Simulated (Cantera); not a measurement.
# Hydrogen reduction and annealing atmospheres: Cu₂O + H₂

A closed system holds: 1 mol Cu₂O, 4.9 mol H₂, equilibrated at 1873 K and 0.00370 bar.

Method: chemical equilibrium by Gibbs-energy minimisation in Cantera with the NASA 1993 tables (ideal gas, pure condensed phases). Candidate condensed phases: Cu, CuO, Cu(OH)₂, Cu₂O, H₂O; 12 gas species. Equilibrium is a limit: real reactors are often held back by kinetics, nucleation or transport.

```json
{
 "x(H₂)": "0.559",
 "x(Cu)": "0.288",
 "x(H₂O)": "0.144",
 "x(H)": "0.00794",
 "x(Cu₂)": "0.000652",
 "x(OH)": "0.000159",
 "x(O)": "1.71e-6",
 "gas_amount": "6.924 mol",
 "log10 activity of Cu(l) (absent)": "-0.06"
}
```
